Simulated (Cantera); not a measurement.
toluene + H2 + N2 + O2 (carbon deposition, reforming and gasification)

A closed system holds: 1 mol toluene, 2.4 mol H2, 26 mol N2, 0.55 mol O2, equilibrated at 0.133 bar.

Method: chemical equilibrium by Gibbs-energy minimisation in Cantera with the NASA 1993 tables (ideal gas, pure condensed phases). Candidate condensed phases: C, C6H6, C7H8, C8H18, H2O; 136 gas species. Kinetics and transport are ignored.

From 2275 K to 2875 K the condensed part is C(graphite). The main C-bearing gas is CO at 2275 K and HCN at 2875 K. The share of C in condensed phases is highest at 2275 K (76.3 %) and lowest at 2875 K (50.2 %).

| T (K) | x N2 | x H2 | x H | x HCN | x CO | x HNC | n C(graphite) |
|---|---|---|---|---|---|---|---|
| 2275 | 0.765 | 0.177 | 0.00978 | 0.0140 | 0.0327 | 0.00123 | 5.34 |
| 2325 | 0.762 | 0.174 | 0.0126 | 0.0161 | 0.0326 | 0.00152 | 5.25 |
| 2375 | 0.760 | 0.170 | 0.0159 | 0.0183 | 0.0326 | 0.00184 | 5.14 |
| 2425 | 0.757 | 0.166 | 0.0200 | 0.0207 | 0.0325 | 0.00222 | 5.03 |
| 2475 | 0.753 | 0.162 | 0.0248 | 0.0232 | 0.0324 | 0.00264 | 4.90 |
| 2525 | 0.750 | 0.157 | 0.0304 | 0.0258 | 0.0323 | 0.00311 | 4.77 |
| 2575 | 0.745 | 0.151 | 0.0368 | 0.0285 | 0.0322 | 0.00363 | 4.62 |
| 2625 | 0.741 | 0.144 | 0.0442 | 0.0312 | 0.0321 | 0.00419 | 4.47 |
| 2675 | 0.735 | 0.137 | 0.0524 | 0.0339 | 0.0320 | 0.00478 | 4.31 |
| 2725 | 0.730 | 0.130 | 0.0616 | 0.0365 | 0.0318 | 0.00541 | 4.13 |
| 2775 | 0.724 | 0.122 | 0.0715 | 0.0390 | 0.0316 | 0.00607 | 3.94 |
| 2825 | 0.717 | 0.113 | 0.0823 | 0.0414 | 0.0314 | 0.00673 | 3.74 |
| 2875 | 0.710 | 0.104 | 0.0937 | 0.0435 | 0.0312 | 0.00740 | 3.52 |
x: gas mole fraction; n: condensed amount in mol.
